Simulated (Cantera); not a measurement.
Charge: 1 mol Si, 7.6 mol NF3, 3 mol Cl2, at 502 °C and 52.0 mbar.

Cantera equilibrium calculation (NASA polynomials, part measured and part estimated; ideal gas, pure solids and liquids). Rates play no part.

| species | before | after |
|---|---|---|
| ClF | 0.379 | 0.339 |
| F2 | 0.243 | 0.317 |
| N2 | 0.192 | 0.211 |
| NF3 | 0.104 | 0.00626 |
| F | 0.0121 | 0.0704 |
| SiF4 | 0.0642 | 0.0565 |
| ClF3 | 0.00627 | 0.000281 |
Gas species are given as mole fractions.

Q: What was changed between the two runs?
A. temperature from 502 °C to 875 °C
B. pressure from 52.0 mbar to 2.00 mbar
C. temperature from 502 °C to 352 °C
D. pressure from 52.0 mbar to 10.0 mbar

A: B, pressure from 52.0 mbar to 2.00 mbar
